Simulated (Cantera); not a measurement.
Charge: 1 mol CaCl₂, 2.9 mol HCl, 14 mol H₂, at 1725 K and 0.133 bar.

These are equilibrium values from Cantera (NASA tables, ideal gas, pure condensed phases), not measurements of a reactor. Candidate condensed phases: Ca, CaCl₂; 9 gas species. Kinetics and transport are ignored.

What is the equilibrium state?


```json
{
 "x(H₂)": "0.782",
 "x(HCl)": "0.162",
 "x(CaCl₂)": "0.0558",
 "x(H)": "0.000450",
 "x(Cl)": "7.21e-5",
 "x(CaCl)": "9.49e-6",
 "gas_amount": "17.90 mol",
 "log10 activity of CaCl₂(l) (absent)": "-0.50",
 "log10 activity of Ca(l) (absent)": "-8.57"
}
```
